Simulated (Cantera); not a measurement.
# Adiabatic ignition

An adiabatic, constant-volume homogeneous reactor starts with 30.3 % H₂, 9.44 % O₂, 51.2 % N₂, 0.363 % NO, 8.78 % CO₂, at 1700 K and 4280 Torr.

Cantera simulation using GRI-Mech 3.0 (53 species, 325 reactions); the numbers are that mechanism's predictions, not measurements. The hydrogen kinetics of GRI-Mech 3.0 are dated; newer H2 mechanisms differ, most at raised pressure.

```csv
t (s),T (K),P (bar),x H₂,x O₂,x NO,x NO₂,x N₂
6.00e-6,2789,8.69,0.0700,0.00428,0.00392,8.66e-7,0.551
1.68e-5,2929,9.03,0.0671,0.00205,0.00394,7.05e-7,0.556
4.72e-5,2933,9.05,0.0669,0.00199,0.00386,6.83e-7,0.556
0.000132,2934,9.05,0.0669,0.00200,0.00372,6.61e-7,0.556
0.000372,2934,9.05,0.0668,0.00201,0.00364,6.47e-7,0.556
0.00104,2934,9.05,0.0668,0.00201,0.00363,6.46e-7,0.556
0.00292,2934,9.05,0.0668,0.00201,0.00363,6.46e-7,0.556
0.00821,2934,9.05,0.0668,0.00201,0.00363,6.46e-7,0.556
0.0230,2934,9.05,0.0668,0.00201,0.00363,6.46e-7,0.556
0.0646,2934,9.05,0.0668,0.00201,0.00363,6.46e-7,0.556
0.181,2934,9.05,0.0668,0.00201,0.00363,6.46e-7,0.556
0.508,2934,9.05,0.0668,0.00201,0.00363,6.46e-7,0.556
1.43,2934,9.05,0.0668,0.00201,0.00363,6.46e-7,0.556
4.00,2934,9.05,0.0668,0.00201,0.00363,6.46e-7,0.556
```
x: mole fraction; the columns are a selection and need not sum to one.

The time of steepest temperature rise is 1.82 µs. The temperature at 4.00 s is 2934 K and the equilibrium temperature comes out as 2934 K. The x(H₂) at 4.00 s comes out as 0.0668 (gas-phase equilibrium 0.0668) and the x(O₂) at 4.00 s is 0.00201 (gas-phase equilibrium 0.00201). The x(NO) at 4.00 s comes out as 0.00363 (gas-phase equilibrium 0.00363).
